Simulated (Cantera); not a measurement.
# Hydrogen reduction and annealing atmospheres: PbS + H₂ + N₂

Feed: 1 mol PbS, 1400 mol H₂, 1.2 mol N₂, at 2150 K and 3.70 mbar.

Method: chemical equilibrium by Gibbs-energy minimisation in Cantera with the NASA 1993 tables (ideal gas, pure condensed phases). Candidate condensed phases: Pb, PbS, S; 18 gas species. The numbers say what is thermodynamically allowed, not how fast it happens.

The x(H₂) is 0.931 and the x(H) comes out as 0.0669. The x(N₂) comes out as 0.000827, the x(Pb) comes out as 0.000688 and the x(S) is 0.000355. The x(SH) is 0.000256, the x(H₂S) comes out as 6.22e-5 and the x(S₂) comes out as 7.41e-6. The x(PbS) is 1.12e-6, the gas amount comes out as 1451 mol and the log10 activity of S(l) (absent) is -5.43. The log10 activity of Pb(l) (absent) comes out as -5.87.
